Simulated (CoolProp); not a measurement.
Model: reference Helmholtz-energy equation of state, Lemmon 2003, in CoolProp. It is a pseudo-pure fit of the blend.

For R407C, give the phase and the Prandtl number at 397.2 K and 116 kPa; 397.2 K and 789 kPa; 397.2 K and 7890 kPa.


- 397.2 K and 116 kPa: gas; Prandtl number 0.779
- 397.2 K and 789 kPa: gas; Prandtl number 0.791
- 397.2 K and 7890 kPa: supercritical; Prandtl number 2.38

Viscosity comes from a separate model (Geller 2000). Thermal conductivity comes from a separate model (Geller 2001).
